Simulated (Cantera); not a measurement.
Charge: 1 mol MgSO4, 1.3 mol H2, 1.1 mol CO2, equilibrated at 798.15 K and 100000 Pa.

Cantera equilibrium calculation (NASA polynomials, part measured and part estimated; ideal gas, pure solids and liquids). Candidate condensed phases: C, C6H6, C7H8, C8H18, H2O, H2SO4, Mg, MgCO3, MgO, Mg(OH)2, MgS, MgSO4, S; 130 gas species. Gases not in the tables: S3 to S7. Kinetics and transport are ignored.

Base state: H2O 0.394, CO2 0.361, SO2 0.194, H2S 0.0328, S2 0.0157, S2O 0.00128, COS 0.000231, H2 0.000127 (mole fractions); condensed: MgO(s) + MgSO4(s).

Problem. What changes in the equilibrium state with this change: MgSO4 replaced by CaCO3?

Solution. 
```
species                before   after
-------------------  --------  ------
CO2                     0.361   0.361
H2O                     0.394   0.305
H2                   0.000127   0.212
SO2                     0.194       0
CH4                     <1e-9  0.0623
H2S                    0.0328       0
S2                     0.0157       0
CO                    2.72e-5  0.0587
S2O                   0.00128       0
COS                  0.000231       0
S8                    1.48e-5       0
MgO(s), mol             0.795       0
MgSO4(s), mol           0.205       0
C(graphite), mol            0   0.124
CaCO3(calcite), mol         0    1.00
```
Further candidate phases: Ca, CaCO3, CaO, Ca(OH)2.
